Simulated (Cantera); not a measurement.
An isothermal, constant-pressure homogeneous reactor starts with 30.4 % H₂, 21.7 % O₂, 47.8 % N₂, equivalence ratio 0.70, at 1375 K and 0.276 atm.

Computed with Cantera and the H2/O2 subset of GRI-Mech 3.0, which has no nitrogen chemistry. The temperature is held fixed by assumption; the heat of reaction is taken as removed at once.

x: mole fraction; the columns are a selection and need not sum to one.

```csv
t (s),x H₂,x O₂,x H,x H₂O₂,x H₂O
0.000600,[?],0.0775,0.00225,2.28e-6,0.349
0.00134,[?],0.0768,0.000161,9.40e-7,0.357
0.00298,[?],0.0768,1.31e-5,3.35e-7,0.358
0.00664,[?],0.0768,1.56e-6,1.22e-7,0.359
0.0148,[?],0.0769,2.66e-7,4.79e-8,0.359
0.0329,[?],0.0769,5.96e-8,2.04e-8,0.359
0.0734,[?],0.0769,1.73e-8,9.79e-9,0.359
0.164,[?],0.0769,7.57e-9,5.94e-9,0.359
0.364,7.62e-7,0.0769,5.76e-9,5.03e-9,0.359
0.812,7.53e-7,0.0769,5.66e-9,4.98e-9,0.359
1.81,7.53e-7,0.0769,5.66e-9,4.98e-9,0.359
4.03,7.53e-7,0.0769,5.66e-9,4.98e-9,0.359
8.98,7.53e-7,0.0769,5.66e-9,4.98e-9,0.359
20.0,7.53e-7,0.0769,5.66e-9,4.98e-9,0.359
```

Task: Some entries are withheld; supply them.

Result: 
- 0.000600, x H₂: 0.00452
- 0.00134, x H₂: 0.000818
- 0.00298, x H₂: 0.000151
- 0.00664, x H₂: 3.49e-5
- 0.0148, x H₂: 1.03e-5
- 0.0329, x H₂: 3.69e-6
- 0.0734, x H₂: 1.59e-6
- 0.164, x H₂: 9.13e-7
